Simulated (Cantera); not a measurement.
Charge: 1 mol Si, 0.77 mol Cl₂, 17 mol H₂, equilibrated at 750 Torr.

Equilibrium computed with Cantera from the NASA thermochemical tables; the gas is ideal and each condensed phase is pure. Candidate condensed phases: Si; 19 gas species. Equilibrium is a limit: real reactors are often held back by kinetics, nucleation or transport.

Problem. What share of the Si ends up in condensed phases as a function of T (K), at 825, 875, 925, 975, 1025, 1075, 1125, 1175, 1225?

Solution. 
| T (K) | Si condensed (%) | as |
|---|---|---|
| 825 | 55.6 | Si(s) |
| 875 | 56.1 | Si(s) |
| 925 | 56.8 | Si(s) |
| 975 | 57.8 | Si(s) |
| 1025 | 59.1 | Si(s) |
| 1075 | 60.8 | Si(s) |
| 1125 | 62.9 | Si(s) |
| 1175 | 65.1 | Si(s) |
| 1225 | 67.5 | Si(s) |
